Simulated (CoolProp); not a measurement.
Vapour-liquid equilibrium of benzene (1) + n-dodecane (2) at 189.85 °C; x and y are mole fractions of (1).

Computed with CoolProp (multi-fluid Helmholtz-energy mixture model, Thol 2012 and Lemmon 2004; pair parameters Bell 2016).

```json
[
 {"x": "0.05", "bubble pressure (MPa)": "0.08994", "y at the bubble point": "0.440", "dew pressure at overall composition x (MPa)": "0.05429", "liquid density (mol/L)": "3.745"},
 {"x": "0.2", "bubble pressure (MPa)": "0.2296", "y at the bubble point": "0.804", "dew pressure at overall composition x (MPa)": "0.06410", "liquid density (mol/L)": "…"},
 {"x": "0.35", "bubble pressure (MPa)": "0.3917", "y at the bubble point": "0.900", "dew pressure at overall composition x (MPa)": "0.07814", "liquid density (mol/L)": "4.612"},
 {"x": "0.5", "bubble pressure (MPa)": "0.5636", "y at the bubble point": "0.942", "dew pressure at overall composition x (MPa)": "0.09990", "liquid density (mol/L)": "…"},
 {"x": "0.65", "bubble pressure (MPa)": "0.7427", "y at the bubble point": "0.966", "dew pressure at overall composition x (MPa)": "…", "liquid density (mol/L)": "5.906"},
 {"x": "0.8", "bubble pressure (MPa)": "0.9341", "y at the bubble point": "0.983", "dew pressure at overall composition x (MPa)": "…", "liquid density (mol/L)": "6.838"},
 {"x": "0.95", "bubble pressure (MPa)": "1.144", "y at the bubble point": "0.996", "dew pressure at overall composition x (MPa)": "…", "liquid density (mol/L)": "8.097"}
]
```

Q: Complete the blanks.

A: 
- 0.2, liquid density (mol/L): 4.141
- 0.5, liquid density (mol/L): 5.187
- 0.65, dew pressure at overall composition x (MPa): 0.1384
- 0.8, dew pressure at overall composition x (MPa): 0.2256
- 0.95, dew pressure at overall composition x (MPa): 0.6116

No azeotrope shows between x = 0.05 and 0.95.

The pair parameters rest on a limited set of measurements; away from them the model extrapolates.
